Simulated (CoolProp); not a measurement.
R21 at several states: fugacity coefficient from the reference equation and from simpler models built on Tc = 452.7 K, pc = 52.89 bar, ω = 0.206; each cubic takes its own stable root.

Model: reference Helmholtz-energy equation of state, Platzer 1990, in CoolProp. This equation is an older, rougher fit; its heat capacities, sound speeds and derivatives of the liquid may be far off and weren't checked against measurements.

| T (K) | p (bar) | phase | reference |
|---|---|---|---|
| 288.5 | 0.128 | gas | 0.9959 |
| 365.7 | 2.8 | gas | 0.9623 |
| 315.3 | 0.328 | gas | 0.9925 |
| 213.4 | 0.218 | liquid | 0.1166 |

**Question.** How far does each simpler model (van der Waals, Redlich-Kwong, Soave-Redlich-Kwong, Peng-Robinson) lie from the reference over these 4 states: mean and median of the absolute difference, and the worst?

**Answer.** 
- van der Waals: mean 188.4 %, median 0.8 %, worst +751.9 % at 213.4 K and 0.218 bar
- Redlich-Kwong: mean 25.0 %, median 0.3 %, worst +99.2 % at 213.4 K and 0.218 bar
- Soave-Redlich-Kwong: mean 0.2 %, median 0.2 %, worst +0.3 % at 365.7 K and 2.8 bar
- Peng-Robinson: mean 2.6 %, median 0.1 %, worst +10.2 % at 213.4 K and 0.218 bar

At some of these states van der Waals gives the other phase, because its saturation line lies elsewhere.
